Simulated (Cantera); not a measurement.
**Diamond growth**

A diamond (100) surface in a fixed gas of H2 with x(CH4) = 0.016, x(H) = 0.0012, x(CH3) = 2.8e-05, at 1025 K; coverages are run to steady state.

Cantera simulation using the Harris–Goodwin 1993 mechanism for the reconstructed diamond (100) surface; the numbers are that mechanism's predictions, not measurements.

```json
[
 {"P (Pa)": "680", "growth (µm/h)": "0.0366", "θ c6HH": "0.576", "θ c6H*": "0.0203", "θ c6*H": "0.388", "θ c6**": "0.0106", "θ c6HM": "0.00354"},
 {"P (Pa)": "1000", "growth (µm/h)": "0.0675", "θ c6HH": "0.575", "θ c6H*": "0.0203", "θ c6*H": "0.388", "θ c6**": "0.0106", "θ c6HM": "0.00452"},
 {"P (Pa)": "1500", "growth (µm/h)": "0.125", "θ c6HH": "0.574", "θ c6H*": "0.0203", "θ c6*H": "0.387", "θ c6**": "0.0106", "θ c6HM": "0.00562"},
 {"P (Pa)": "2200", "growth (µm/h)": "0.215", "θ c6HH": "0.573", "θ c6H*": "0.0202", "θ c6*H": "0.387", "θ c6**": "0.0106", "θ c6HM": "0.00666"},
 {"P (Pa)": "3300", "growth (µm/h)": "0.368", "θ c6HH": "0.572", "θ c6H*": "0.0202", "θ c6*H": "0.386", "θ c6**": "0.0106", "θ c6HM": "0.00766"},
 {"P (Pa)": "4900", "growth (µm/h)": "0.605", "θ c6HH": "0.572", "θ c6H*": "0.0202", "θ c6*H": "0.386", "θ c6**": "0.0106", "θ c6HM": "0.00850"},
 {"P (Pa)": "7300", "growth (µm/h)": "0.970", "θ c6HH": "0.571", "θ c6H*": "0.0202", "θ c6*H": "0.385", "θ c6**": "0.0106", "θ c6HM": "0.00918"},
 {"P (Pa)": "11000", "growth (µm/h)": "1.54", "θ c6HH": "0.571", "θ c6H*": "0.0202", "θ c6*H": "0.385", "θ c6**": "0.0106", "θ c6HM": "0.00972"}
]
```
θ: site fractions in the mechanism's names (c6HH fully hydrogenated, c6H* and c6*H radical sites, c6** diradical, c6HM methylated).
